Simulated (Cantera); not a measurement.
A closed system holds: 1 mol AlN, 0.12 mol C, 2.3 mol N2, held at 2125 K and 0.100 bar.

These are equilibrium values from Cantera (NASA tables, ideal gas, pure condensed phases), not measurements of a reactor. Candidate condensed phases: Al, AlN, C; 16 gas species. Kinetics and transport are ignored.

Base state: N2 0.994, Al 0.00604 (mole fractions); condensed: AlN(s) + C(graphite).

Task: What changes in the equilibrium state with this change: 0.14 mol O2 added?

Result: 
```json
[
 {"species": "N2", "before": "0.994", "after": "0.940"},
 {"species": "CO", "before": "0", "after": "0.0476"},
 {"species": "Al2O", "before": "0", "after": "0.00634"},
 {"species": "Al", "before": "0.00604", "after": "0.00622"},
 {"species": "AlN(s), mol", "before": "0.986", "after": "0.856"},
 {"species": "C(graphite), mol", "before": "0.120", "after": "0"},
 {"species": "Al2O3(s), mol", "before": "0", "after": "0.0480"}
]
```
Mutual solubility and eutectic melting of coexisting phases are not modelled. Condensed phases not in the tables: aluminium oxynitride. Further candidate phases: Al2O3.
